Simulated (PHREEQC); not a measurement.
Solution (25 °C): 0.24 mol NH4HF2, 0.0019 mol H2SiF6, 0.13 mol H3PO4 and 0.00032 mol H2SO4 per kg of water. Closed to the air; pH follows from the charge balance.

Equilibrium calculation in PHREEQC: ion-association model, phreeqc.dat.

Problem. The ionic strength comes out as 0.247 mol/kgw. What activity coefficients do HPO4-2, SiF6-2, NH4+, NH4SO4-, H2PO4- get?

Solution. HPO4-2 0.28, SiF6-2 0.28, NH4+ 0.66, NH4SO4- 0.74, H2PO4- 0.73.

No solid was allowed to form. Complexes and solids missing from the database can't appear. SiF6-2 is the database's only silicon fluoride.
